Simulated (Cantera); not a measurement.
Gas mixture: O2 = 0.76 (molar parts), at 18.8 Torr, frozen composition.

Cantera's kinetic-theory transport with the Lennard-Jones parameters of GRI-Mech 3.0, ideal gas; thermal conductivity in the multicomponent form.

D: mixture-averaged diffusion coefficient of that species in the mixture.

```json
[
 {"T (K)": "400", "ρ (kg/m³)": "0.0241", "cp (J/kg/K)": "941.4", "μ (µPa s)": "25.6", "λ (mW/m/K)": "33.9", "Pr": "0.712", "D (cm²/s) H": "___", "D (cm²/s) NH3": "15.6", "D (cm²/s) OH": "21.6"},
 {"T (K)": "550", "ρ (kg/m³)": "0.0175", "cp (J/kg/K)": "987.2", "μ (µPa s)": "32.1", "λ (mW/m/K)": "44.6", "Pr": "0.711", "D (cm²/s) H": "___", "D (cm²/s) NH3": "28.1", "D (cm²/s) OH": "37.2"},
 {"T (K)": "700", "ρ (kg/m³)": "0.0137", "cp (J/kg/K)": "1031", "μ (µPa s)": "37.8", "λ (mW/m/K)": "54.9", "Pr": "0.710", "D (cm²/s) H": "___", "D (cm²/s) NH3": "43.4", "D (cm²/s) OH": "55.8"},
 {"T (K)": "850", "ρ (kg/m³)": "0.0113", "cp (J/kg/K)": "1065", "μ (µPa s)": "43.0", "λ (mW/m/K)": "64.6", "Pr": "0.709", "D (cm²/s) H": "___", "D (cm²/s) NH3": "61.0", "D (cm²/s) OH": "77.2"},
 {"T (K)": "1000", "ρ (kg/m³)": "0.00962", "cp (J/kg/K)": "1090", "μ (µPa s)": "47.9", "λ (mW/m/K)": "73.7", "Pr": "0.709", "D (cm²/s) H": "___", "D (cm²/s) NH3": "80.9", "D (cm²/s) OH": "101"},
 {"T (K)": "1150", "ρ (kg/m³)": "0.00837", "cp (J/kg/K)": "1109", "μ (µPa s)": "52.5", "λ (mW/m/K)": "82.1", "Pr": "0.709", "D (cm²/s) H": "___", "D (cm²/s) NH3": "103", "D (cm²/s) OH": "128"}
]
```

Q: Some entries are withheld; supply them.

A: 
- 400, D (cm²/s) H: 86.1
- 550, D (cm²/s) H: 150
- 700, D (cm²/s) H: 226
- 850, D (cm²/s) H: 314
- 1000, D (cm²/s) H: 412
- 1150, D (cm²/s) H: 521
